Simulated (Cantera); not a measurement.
Input (Python, Cantera) and output of one run.

```python
import numpy as np
import cantera as ct

gas_names = """
    B BO BO2 B2 B2O B2O2 B2O3 O O2 O3
""".split()
cond_names = """
    B(b) B(L) B2O3(L)
""".split()


# ... load() reads the species with a 1 bar reference pressure and builds the phases ...
atoms = {
    'B2O3': {'B': 2, 'O': 3},
    'O2': {'O': 2},
}
top_T = {}  # K; cautious upper limits of use, not melting points


# ... equilibrate(T, P, feed) seeds the gas with the atoms and calls Mixture.equilibrate('TP', solver="vcs", rtol=1e-11, max_steps=5000) ...
results = []
feed = {'B2O3': 1, 'O2': 0.091}  # mol
T = 1348  # K
P = 133.322  # Pa
mix = equilibrate(T, P, feed)
results.append((T, P, feed, dict(zip(mix.species_names, mix.species_moles))))
x = sorted(zip(gas.X, gas.species_names), reverse=True)
print(f"T = {T:g} K  P = {P:g} Pa  gas = {mix.phase_moles(0):.4g} mol")
print("   x: " + "  ".join(f"{s} {v:.3e}" for v, s in x if v > 1e-06))
print("   condensed (mol): " + ("  ".join(f"{mix.phase(i).name} {mix.phase_moles(i):.4g}"
      for i in range(1, mix.n_phases) if mix.phase_moles(i) > 1e-12) or "none"))
```

Output:

```
T = 1348 K  P = 133.322 Pa  gas = 0.09105 mol
   x: O2 9.994e-01  B2O3 5.010e-04  BO2 8.068e-05  O 1.117e-05
   condensed (mol): B2O3(L) 1
```

Cantera equilibrium calculation (NASA polynomials, part measured and part estimated; ideal gas, pure solids and liquids).
